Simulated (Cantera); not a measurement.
What does this Cantera script print?

```python
import numpy as np
import cantera as ct

gas = ct.Solution("gri30.yaml")
gas.TPX = 1475, 7000, {'C2H6': 1, 'N2': 4.2}
reactor = ct.IdealGasConstPressureReactor(gas, energy="off", clone=False)
net = ct.ReactorNet([reactor])
net.rtol, net.atol = 1e-08, 1e-18
show = ['C2H6', 'CH2', 'H2', 'H', 'CH4', 'CH3', 'C2H2']
times = np.geomspace(3e-06, 9, 15)

steps = ct.SolutionArray(gas, extra=["t"])
rows = []
print(f"{'t/s':>10s}{'T/K':>9s}{'P/Pa':>11s}" + "".join(f"{s:>11s}" for s in show))
for t in times:
    while net.time < t:
        t_next = net.step()
        steps.append(gas.state, t=t_next)
    rows.append([np.interp(t, steps.t, y) for y in (steps.T, steps.P, *steps(*show).X.T)])
    print(f"{t:10.3e}{rows[-1][0]:9.1f}{rows[-1][1]:11.4g}" + "".join(f"{x:11.3e}" for x in rows[-1][2:]))
rate = np.gradient(steps.T, steps.t)
print("integrator steps:", len(steps.t))
if steps.T.max() > steps.T[0] + 200:
    print(f"time of steepest temperature rise: {steps.t[rate.argmax()]:.4e} s")
gas.TPX = 1475, 7000, {'C2H6': 1, 'N2': 4.2}
gas.equilibrate("TP")
print(f"equilibrium (TP): T = {gas.T:.1f} K  " + "  ".join(f"{s} {gas[s].X[0]:.3e}" for s in show))
```

Result:

```
       t/s      T/K       P/Pa       C2H6        CH2         H2          H        CH4        CH3       C2H2
 3.000e-06   1475.0       7000  1.922e-01  2.101e-10  1.073e-07  8.016e-08  1.267e-06  1.352e-04  1.455e-13
 8.705e-06   1475.0       7000  1.921e-01  4.749e-09  1.828e-06  6.116e-07  1.053e-05  3.849e-04  1.075e-11
 2.526e-05   1475.0       7000  1.915e-01  8.583e-08  4.531e-05  5.344e-06  8.518e-05  1.051e-03  1.639e-09
 7.330e-05   1475.0       7000  1.886e-01  8.175e-07  9.871e-04  3.627e-05  6.341e-04  2.536e-03  5.849e-07
 2.127e-04   1475.0       7000  1.713e-01  2.865e-06  1.047e-02  9.711e-05  4.119e-03  5.139e-03  9.563e-05
 6.171e-04   1475.0       7000  1.163e-01  3.492e-06  4.429e-02  1.351e-04  1.888e-02  5.607e-03  2.395e-03
 1.791e-03   1475.0       7000  3.552e-02  2.143e-06  9.961e-02  1.663e-04  4.815e-02  3.230e-03  1.739e-02
 5.196e-03   1475.0       7000  2.520e-03  3.401e-07  1.452e-01  9.709e-05  6.082e-02  8.202e-04  5.050e-02
 1.508e-02   1475.0       7000  1.557e-04  2.985e-08  1.681e-01  3.107e-05  5.995e-02  2.168e-04  7.409e-02
 4.375e-02   1475.0       7000  1.885e-05  4.693e-09  1.826e-01  1.311e-05  5.887e-02  8.362e-05  9.002e-02
 1.270e-01   1475.0       7000  1.035e-05  3.111e-09  1.970e-01  1.155e-05  5.764e-02  6.755e-05  1.058e-01
 3.684e-01   1475.0       7000  1.080e-05  3.681e-09  2.078e-01  1.341e-05  5.611e-02  7.283e-05  1.170e-01
 1.069e+00   1475.0       7000  1.008e-05  3.665e-09  2.117e-01  1.396e-05  5.351e-02  7.098e-05  1.188e-01
 3.102e+00   1475.0       7000  8.070e-06  3.409e-09  2.196e-01  1.488e-05  4.703e-02  6.412e-05  1.212e-01
 9.000e+00   1475.0       7000  4.602e-06  2.837e-09  2.358e-01  1.714e-05  3.380e-02  4.949e-05  1.259e-01
integrator steps: 1288
equilibrium (TP): T = 1475.0 K  C2H6 1.192e-07  CH2 4.701e-10  H2 2.733e-01  H 2.580e-05  CH4 3.258e-03  CH3 6.207e-06  C2H2 8.552e-02
```

Detailed kinetics in Cantera: GRI-Mech 3.0 (53 species, 325 reactions). GRI-Mech 3.0 stops at C3 and has no aromatics, soot or wall deposition, so with more carbon than oxygen in the feed, carbon stays in small species such as C2H2 where larger ones or solid carbon would form.
